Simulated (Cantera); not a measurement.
Standard-state values (1 bar) from the NASA 1993 polynomials, evaluated with Cantera. Values are per mole of reaction as written; species without (g) are pure solids or liquids, kept so even where they would boil at 1 bar.

Si2C(g) + 3 CS2(g) → 2 SiC2(g) + 6 S, with ΔH° = 343.8 kJ and ΔS° = -290.1 J/K at 300 K.

Q: How far is the shortcut ΔG° ≈ ΔH°(300 K) − T·ΔS°(300 K) from the full temperature-dependent value at 350, 450, 550, 650, 750, 850, 950, 1050 K?

A: 
| T (K) | shortcut (kJ) | full (kJ) | difference (kJ) | difference in log10 K | condensed phases |
|---|---|---|---|---|---|
| 350 | 445.3 | 445.2 | 0.2 | -0.03 | S(s) |
| 450 | 474.3 | 470.4 | 3.9 | -0.46 | S(l) |
| 550 | 503.4 | 491.8 | 11.5 | -1.10 | S(l) |
| 650 | 532.4 | 511.0 | 21.4 | -1.72 | S(l) |
| 750 | 561.4 | 528.8 | 32.5 | -2.27 | S(l) |
| 850 | 590.4 | 545.8 | 44.6 | -2.74 | S(l) |
| 950 | 619.4 | 561.8 | 57.6 | -3.16 | S(l) |
| 1050 | 648.4 | 577.0 | 71.4 | -3.55 | S(l) |
The shortcut ignores heat capacities and the phase changes listed.
